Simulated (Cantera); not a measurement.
Charge: 1 mol C₆H₆, 18 mol H₂, at 1 atm.

Equilibrium computed with Cantera from the NASA thermochemical tables; the gas is ideal and each condensed phase is pure. Candidate condensed phases: C, C₆H₆, C₇H₈, C₈H₁₈; 76 gas species. Equilibrium is a limit: real reactors are often held back by kinetics, nucleation or transport.

Q: At 2400 K, list the 6 most abundant gas species with their mole fractions, and the condensed phases.

A: H₂ 0.977, H 0.0156, C₂H₂ (acetylene) 0.00681, CH₄ 0.000172, CH₃ 5.06e-5, C₄H₂ 1.95e-5. Condensed: C(graphite).
